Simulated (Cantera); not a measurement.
Mixture: CH4 : C2H6 : C3H8 : O2 : N2 : H2O = 1 : 0.066 : 0.073 : 2.36 : 8.87 : 2.1 (molar parts), equivalence ratio 1.1, at 10.0 bar, adiabatic and at constant volume. Ignition delay is the time to a rise of 400 K.

Detailed kinetics in Cantera: GRI-Mech 3.0 (53 species, 325 reactions).

Predict: delay at 1025 K; delay at 1125 K; delay at 1225 K; delay at 1325 K; apparent activation energy between 1275 and 1375 K.


```
Item                                                     Value
--------------------------------------------------  ----------
delay at 1025 K                                        13.5 ms
delay at 1125 K                                        3.22 ms
delay at 1225 K                                       0.937 ms
delay at 1325 K                                       0.295 ms
apparent activation energy between 1275 and 1375 K  160 kJ/mol
```
